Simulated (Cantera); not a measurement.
A closed system holds: 1 mol Si, 6 mol F2, 13 mol N2, equilibrated at 1475 K and 520 Pa.

These are equilibrium values from Cantera (NASA tables, ideal gas, pure condensed phases), not measurements of a reactor. Candidate condensed phases: Si, Si3N4; 16 gas species. Kinetics and transport are ignored.

Base state: N2 0.591, F 0.363, SiF4 0.0455, F2 0.000116 (mole fractions); condensed: gas only.

**Question.** What changes in the equilibrium state with this change: temperature from 1475 K to 698 K?

**Answer.** 
| species | before | after |
|---|---|---|
| N2 | 0.591 | 0.736 |
| F2 | 0.000116 | 0.126 |
| NF3 | <1e-9 | 0.0720 |
| F | 0.363 | 0.00681 |
| SiF4 | 0.0455 | 0.0594 |
